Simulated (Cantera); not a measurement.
**Catalytic stagnation flow on Pt**

A jet of CH₄ : O₂ : N₂ = 0.02 : 0.15 : 0.79 (molar parts), equivalence ratio 0.27 at 300 K and 0.474 atm hits a platinum plate 6.5 cm away at a mass flux of 0.16 kg/m²/s; the plate temperature is set and raised in steps from an oxygen-covered start.

Model: Deutschmann's 1995 Pt surface mechanism with GRI-Mech 3.0 gas chemistry, integrated in Cantera. Catalytic surfaces can have several steady states; this one follows from the mechanism file's or the stated starting coverage.

```tsv
plate T (K)	wall x CH₄	wall x O₂	wall x H₂O	wall x OH	wall x CO	wall x CO₂	θ free Pt	θ O*	θ OH*
850	0.0173	0.149	0.00659	<1e-8	3.56e-6	0.00430	0.0739	0.925	0.00122
900	0.0133	0.140	0.0140	1.49e-8	3.92e-6	0.00915	0.117	0.882	0.00175
950	0.00922	0.132	0.0216	4.72e-8	3.72e-6	0.0142	0.168	0.830	0.00206
1000	0.00615	0.125	0.0272	1.29e-7	3.31e-6	0.0179	0.224	0.774	0.00215
1050	0.00418	0.121	0.0308	3.10e-7	2.94e-6	0.0203	0.283	0.715	0.00209
1100	0.00272	0.118	0.0331	7.21e-7	3.91e-6	0.0216	0.343	0.655	0.00196
1150	0.00179	0.116	0.0348	1.45e-6	4.86e-6	0.0227	0.403	0.596	0.00180
1200	0.00111	0.115	0.0361	2.72e-6	5.98e-6	0.0235	0.461	0.538	0.00164
```
x: mole fraction at the wall; θ: surface coverage.
